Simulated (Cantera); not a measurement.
Charge: 1 mol AlN, 89 mol H2, 6.2 mol Cl2, equilibrated at 1600 K and 7.50 Torr.

Equilibrium computed with Cantera from the NASA thermochemical tables; the gas is ideal and each condensed phase is pure. Candidate condensed phases: Al, AlCl3, AlN, NH4Cl; 20 gas species. The tables' values for AlCl2 are old estimates; treat these amounts as uncertain. Kinetics and transport are ignored.

Base state: H2 0.874, HCl 0.110, N2 0.00522, AlCl 0.00502, AlCl3 0.00360, AlCl2 0.00182, H 0.000508, Cl 5.06e-5 (mole fractions); condensed: gas only.

Q: What changes in the equilibrium state with this change: H2 from 89 to 6.8 mol?

A: 
| species | before | after |
|---|---|---|
| HCl | 0.110 | 0.724 |
| H2 | 0.874 | 0.160 |
| AlCl3 | 0.00360 | 0.0739 |
| N2 | 0.00522 | 0.0384 |
| Cl | 5.06e-5 | 0.000779 |
| AlCl | 0.00502 | 0.000435 |
| H | 0.000508 | 0.000217 |
